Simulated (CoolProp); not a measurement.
Propylene at 396.16 K and 7.66 MPa flows at 1.8 m/s in a round tube of 4.6 mm bore and 15 µm roughness, fully developed (64/Re and Nu = 3.66 if laminar; Colebrook and Gnielinski if turbulent). Each further row changes one setting.

Values from CoolProp's reference Helmholtz-energy equation of state, Lemmon 2013.

| case | Reynolds number | Darcy friction factor | pressure drop (Pa/m) | heat-transfer coefficient (W/(m² K)) | mass flow (kg/h) |
|---|---|---|---|---|---|
| as stated | ___ | ___ | 2530 | ___ | 27.1 |
| velocity 3.6 m/s | 135000 | 0.0277 | ___ | ___ | ___ |
| diameter 9.2 mm | 135000 | 0.0237 | ___ | ___ | 108 |

Q: Complete the blanks.

A: 
- as stated, Reynolds number: 67300
- as stated, Darcy friction factor: 0.0286
- as stated, heat-transfer coefficient (W/(m² K)): 5340
- velocity 3.6 m/s, pressure drop (Pa/m): 9830
- velocity 3.6 m/s, heat-transfer coefficient (W/(m² K)): 10500
- velocity 3.6 m/s, mass flow (kg/h): 54.2
- diameter 9.2 mm, pressure drop (Pa/m): 1050
- diameter 9.2 mm, heat-transfer coefficient (W/(m² K)): 4620

Viscosity comes from a separate model (Huber 2003), an estimate that may be off by 10 % or more. Thermal conductivity comes from a separate model (Huber 2003), an estimate that may be off by 10 % or more.
